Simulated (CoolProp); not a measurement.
A single-stage vapour-compression cycle with R407C: evaporating at 250.15 K (dew point), condensing at 294.15 K (bubble point), superheat 0 K, subcooling 2 K, compressor efficiency 0.8, no pressure losses. Each further row changes one setting.

The numbers come from the reference Helmholtz-energy equation of state, Lemmon 2003 in CoolProp. It is a pseudo-pure fit of the blend.

| case | cooling COP | pressure ratio | discharge temperature (K) | refrigerating effect (kJ/kg) | volumetric capacity (kJ/m³) |
|---|---|---|---|---|---|
| as stated | 3.20 | 5.64 | 327.6 | 170 | 1420 |
| evaporating temperature 255.15 K | ? | ? | 323.8 | 172 | ? |
| condensing temperature 289.15 K | 3.66 | ? | 320.7 | 177 | 1480 |
| subcooling 7 K | 3.34 | 5.64 | 327.6 | 177 | 1480 |
| superheat 10 K | 3.19 | 5.64 | ? | ? | 1420 |
| compressor efficiency 0.7 | ? | 5.64 | 335.0 | 170 | 1420 |

### Question
Fill in the missing entries.

### Answer

- evaporating temperature 255.15 K, cooling COP: 3.72
- evaporating temperature 255.15 K, pressure ratio: 4.57
- evaporating temperature 255.15 K, volumetric capacity (kJ/m³): 1760
- condensing temperature 289.15 K, pressure ratio: 4.90
- superheat 10 K, discharge temperature (K): 338.4
- superheat 10 K, refrigerating effect (kJ/kg): 178
- compressor efficiency 0.7, cooling COP: 2.80
